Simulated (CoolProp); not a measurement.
A single-stage vapour-compression cycle with ethane: evaporating at 259.15 K (dew point), condensing at 296.15 K (bubble point), superheat 5 K, subcooling 8 K, compressor efficiency 0.8, no pressure losses. Each further row changes one setting.

The numbers come from the reference Helmholtz-energy equation of state, Bücker 2006 in CoolProp.

```json
[
 {"case": "as stated", "cooling COP": "4.04", "pressure ratio": "2.40", "discharge temperature (K)": "322.0", "refrigerating effect (kJ/kg)": "260", "volumetric capacity (kJ/m³)": "7670"},
 {"case": "evaporating temperature 264.15 K", "cooling COP": "4.87", "pressure ratio": "2.11", "discharge temperature (K)": "318.9", "refrigerating effect (kJ/kg)": "262", "volumetric capacity (kJ/m³)": "8880"},
 {"case": "condensing temperature 291.15 K", "cooling COP": "4.96", "pressure ratio": "2.15", "discharge temperature (K)": "314.5", "refrigerating effect (kJ/kg)": "279", "volumetric capacity (kJ/m³)": "8220"},
 {"case": "subcooling 13 K", "cooling COP": "4.36", "pressure ratio": "2.40", "discharge temperature (K)": "322.0", "refrigerating effect (kJ/kg)": "280", "volumetric capacity (kJ/m³)": "8260"},
 {"case": "superheat 15 K", "cooling COP": "4.04", "pressure ratio": "2.40", "discharge temperature (K)": "332.1", "refrigerating effect (kJ/kg)": "282", "volumetric capacity (kJ/m³)": "7700"},
 {"case": "compressor efficiency 0.7", "cooling COP": "3.54", "pressure ratio": "2.40", "discharge temperature (K)": "325.3", "refrigerating effect (kJ/kg)": "260", "volumetric capacity (kJ/m³)": "7670"}
]
```
